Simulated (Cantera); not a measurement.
Input (Python, Cantera):

```python
import numpy as np
import cantera as ct

surf = ct.Interface("diamond.yaml", "diamond_100")
gas, bulk = surf.adjacent["gas"], surf.adjacent["diamond"]
k = surf.kinetics_species_index(bulk.species_names[0])
cover = ["c6HH", "c6H*", "c6*H", "c6**", "c6HM", "c6B"]

rows, drift = [], 0.0
print(f"{'xH':>10s}{'um/h':>11s}" + "".join(f"{s:>11s}" for s in cover))
for v in [0.0001, 0.0002, 0.00042, 0.00086, 0.0017, 0.0036, 0.0073, 0.015, 0.031]:
    T, P, xH, xCH3 = 1023, 2800, v, 3.7e-05
    gas.TPX = T, P, {"H": xH, "CH3": xCH3, "CH4": 0.0077, "H2": 1 - xH - xCH3 - 0.0077}
    surf.TP = bulk.TP = T, P
    surf.coverages = "c6H*:0.1, c6HH:0.9"
    surf.advance_coverages(100.0)
    before = surf.coverages
    surf.advance_coverages(100.0)
    drift = max(drift, np.max(np.abs(surf.coverages - before) / (surf.coverages + 1e-9)))
    rate = surf.net_production_rates[k] * bulk.mean_molecular_weight / bulk.density * 3.6e9
    rows.append([rate, *surf[cover].coverages])
    print(f"{v:10.4g}{rate:11.4e}" + "".join(f"{x:11.3e}" for x in rows[-1][1:]))
```

It prints:

```
        xH       um/h       c6HH       c6H*       c6*H       c6**       c6HM        c6B
    0.0001 6.9146e-02  6.046e-01  1.794e-02  3.447e-01  4.985e-03  1.934e-02  1.876e-10
    0.0002 1.3230e-01  5.844e-01  1.887e-02  3.626e-01  7.034e-03  1.902e-02  3.590e-10
   0.00042 2.3173e-01  5.748e-01  1.946e-02  3.740e-01  8.835e-03  1.621e-02  6.288e-10
   0.00086 3.4381e-01  5.723e-01  1.983e-02  3.811e-01  1.002e-02  1.190e-02  9.330e-10
    0.0017 4.4051e-01  5.727e-01  2.007e-02  3.856e-01  1.071e-02  7.765e-03  1.195e-09
    0.0036 5.1753e-01  5.738e-01  2.025e-02  3.888e-01  1.113e-02  4.325e-03  1.404e-09
    0.0073 5.6162e-01  5.746e-01  2.036e-02  3.904e-01  1.135e-02  2.319e-03  1.524e-09
     0.015 5.8655e-01  5.751e-01  2.045e-02  3.913e-01  1.146e-02  1.180e-03  1.592e-09
     0.031 5.9979e-01  5.754e-01  2.057e-02  3.917e-01  1.153e-02  5.839e-04  1.628e-09
```

Computed with Cantera and the Harris–Goodwin 1993 mechanism for the reconstructed diamond (100) surface.
